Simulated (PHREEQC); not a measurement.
A solution holds 0.0098 mol/kgw HF and 3.4e-05 mol/kgw NaF, at 70 °C. Closed to the air; pH follows from the charge balance.

The numbers come from PHREEQC with the ion-association model, wateq4f.dat.

Each row changes one thing in this solution. Precipitation was switched off in this run.

| case | pH | ionic strength (mol/kgw) | HF (mol/kgw) | F- (mol/kgw) | NaF (mol/kgw) |
|---|---|---|---|---|---|
| as made | 2.82 | 0.00162 | 0.00810 | 0.00156 | 2.77e-8 |
| HF left out | 6.43 | 3.44e-5 | 4.50e-8 | 3.39e-5 | 6.54e-10 |
| NaF replaced by NaHF2 at the same molality | 2.82 | 0.00162 | 0.00813 | 0.00157 | 2.77e-8 |
| 0.00043 mol/kgw Pb(NO3)2 added | 2.82 | 0.00291 | 0.00808 | 0.00158 | 2.71e-8 |
| diluted 2-fold with water | 2.99 | 0.00109 | 0.00380 | 0.00107 | 9.63e-9 |
| temperature from 70 to 10 °C | 2.61 | 0.00260 | 0.00677 | 0.00254 | 4.45e-8 |
| diluted 5-fold with water | 3.22 | 0.000632 | 0.00133 | 0.000628 | 2.31e-9 |
| temperature from 70 to 40 °C | 2.71 | 0.00210 | 0.00750 | 0.00203 | 3.58e-8 |
| temperature from 70 to 55 °C | 2.76 | 0.00185 | 0.00782 | 0.00179 | 3.16e-8 |

At this temperature some constants are extrapolated from 25 °C, and those without enthalpy data are left unchanged.
